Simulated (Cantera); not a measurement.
Cantera run, input and output.

```python
import numpy as np
import cantera as ct

gas = ct.Solution("gri30.yaml")
gas.TPX = 1300, 500000, {'CH4': 1, 'O2': 4.44, 'N2': 16.7}
reactor = ct.IdealGasConstPressureReactor(gas, energy="on", clone=False)
net = ct.ReactorNet([reactor])
net.rtol, net.atol = 1e-08, 1e-16
show = ['CH4', 'O2', 'HCN', 'C2H', 'C2H2']
times = np.geomspace(8e-06, 7, 12)

steps = ct.SolutionArray(gas, extra=["t"])
rows = []
print(f"{'t/s':>10s}{'T/K':>9s}{'P/Pa':>11s}" + "".join(f"{s:>11s}" for s in show))
for t in times:
    while net.time < t:
        t_next = net.step()
        steps.append(gas.state, t=t_next)
    rows.append([np.interp(t, steps.t, y) for y in (steps.T, steps.P, *steps(*show).X.T)])
    print(f"{t:10.3e}{rows[-1][0]:9.1f}{rows[-1][1]:11.4g}" + "".join(f"{x:11.3e}" for x in rows[-1][2:]))
rate = np.gradient(steps.T, steps.t)
print("integrator steps:", len(steps.t))
if steps.T.max() > steps.T[0] + 200:
    print(f"time of steepest temperature rise: {steps.t[rate.argmax()]:.4e} s")
gas.TPX = 1300, 500000, {'CH4': 1, 'O2': 4.44, 'N2': 16.7}
gas.equilibrate("HP")
print(f"equilibrium (HP): T = {gas.T:.1f} K  " + "  ".join(f"{s} {gas[s].X[0]:.3e}" for s in show))
```

It prints:

```
       t/s      T/K       P/Pa        CH4         O2        HCN        C2H       C2H2
 8.000e-06   1300.0      5e+05  4.517e-02  2.005e-01  9.818e-22  4.418e-30  1.459e-19
 2.775e-05   1300.0      5e+05  4.517e-02  2.005e-01  1.324e-20  3.567e-27  2.956e-17
 9.626e-05   1300.0      5e+05  4.516e-02  2.005e-01  2.526e-19  6.491e-24  9.615e-15
 3.339e-04   1300.2      5e+05  4.511e-02  2.005e-01  1.414e-17  6.069e-20  1.282e-11
 1.158e-03   1304.5      5e+05  4.430e-02  1.999e-01  9.261e-16  2.014e-16  7.667e-09
 4.018e-03   2233.6      5e+05  5.077e-21  1.093e-01  7.210e-14  2.229e-28  2.451e-26
 1.394e-02   2231.6      5e+05  4.906e-21  1.088e-01  7.578e-14  2.019e-28  2.205e-26
 4.835e-02   2225.8      5e+05  4.478e-21  1.074e-01  8.178e-14  1.660e-28  1.859e-26
 1.677e-01   2217.2      5e+05  3.893e-21  1.054e-01  8.327e-14  1.235e-28  1.431e-26
 5.817e-01   2215.0      5e+05  3.753e-21  1.049e-01  8.278e-14  1.144e-28  1.337e-26
 2.018e+00   2215.0      5e+05  3.752e-21  1.049e-01  8.277e-14  1.144e-28  1.336e-26
 7.000e+00   2215.0      5e+05  3.752e-21  1.049e-01  8.277e-14  1.144e-28  1.336e-26
integrator steps: 1998
time of steepest temperature rise: 2.0096e-03 s
equilibrium (HP): T = 2215.0 K  CH4 5.837e-21  O2 1.049e-01  HCN 8.277e-14  C2H 1.284e-28  C2H2 1.604e-26
```

Computed with Cantera and GRI-Mech 3.0 (53 species, 325 reactions).
